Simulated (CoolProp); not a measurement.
The fluid at 357.86 K and 0.549 MPa (gas) is heated at constant pressure to 417.2 K. The same conditions are run with several fluids, on thermodynamics alone (safety and materials aside).

Model: reference Helmholtz-energy equation of state of each fluid (neopentane: Lemmon 2006; R134a: Tillner-Roth 1994; R22: Kamei 1995; dry air: Lemmon 2000; methane: Setzmann 1991), in CoolProp. Blends and air are pseudo-pure fits.

```csv
fluid,heat (kJ/kg),final density (kg/m³)
neopentane,130,12.3
R134a,60.5,16.7
R22,46.0,14.0
dry air,60.3,4.58
methane,149,2.54
```
